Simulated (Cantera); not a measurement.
A perfectly stirred reactor is fed with CH₄ : H₂ : O₂ : N₂ = 1 : 0.078 : 1.7 : 6.39 (molar parts), equivalence ratio 1.2, at 5.13 atm; it is adiabatic with a 600 K inlet, and is followed from long to short residence time, starting on the burning branch (τ in s: 0.37, 0.13, 0.043, 0.015, 0.005, 0.0017, 0.00059, 0.0002, 6.9e-05).

Model: GRI-Mech 3.0 (53 species, 325 reactions), integrated in Cantera.

**Question.** What does this change do: pressure from 5.13 atm to 0.237 atm?

**Answer.** 
```csv
quantity,before,after
"blow-out, bracketed by the residence times tried","burning at 69.0 µs, the shortest tried","burning at 0.200 ms, out at 69.0 µs"
x(CH₄) at τ = 0.370 s,1.33e-6,2.39e-6
x(H₂) at τ = 0.370 s,0.0260,0.0277
x(O₂) at τ = 0.370 s,9.30e-5,0.00132
x(O) at τ = 0.370 s,2.86e-5,0.000461
x(C₂H) at τ = 0.370 s,1.33e-12,5.85e-12
x(CH₄) at τ = 5.00 ms,3.70e-5,5.94e-5
x(H₂) at τ = 5.00 ms,0.0263,0.0323
x(O₂) at τ = 5.00 ms,0.000467,0.00644
x(O) at τ = 5.00 ms,8.27e-5,0.00255
x(C₂H) at τ = 5.00 ms,1.09e-9,9.80e-10
```

**Question.** What does this change do: pressure from 5.13 atm to 0.286 atm?

**Answer.** 
```
quantity                                                                          before                                after
------------------------------------------------  --------------------------------------  -----------------------------------
blow-out, bracketed by the residence times tried  burning at 69.0 µs, the shortest tried  burning at 0.200 ms, out at 69.0 µs
x(CH₄) at τ = 0.370 s                                                            1.33e-6                              2.25e-6
x(H₂) at τ = 0.370 s                                                              0.0260                               0.0275
x(O₂) at τ = 0.370 s                                                             9.30e-5                              0.00113
x(O) at τ = 0.370 s                                                              2.86e-5                             0.000389
x(C₂H) at τ = 0.370 s                                                           1.33e-12                             5.44e-12
x(CH₄) at τ = 5.00 ms                                                            3.70e-5                              5.28e-5
x(H₂) at τ = 5.00 ms                                                              0.0263                               0.0318
x(O₂) at τ = 5.00 ms                                                            0.000467                              0.00581
x(O) at τ = 5.00 ms                                                              8.27e-5                              0.00225
x(C₂H) at τ = 5.00 ms                                                            1.09e-9                             8.96e-10
```
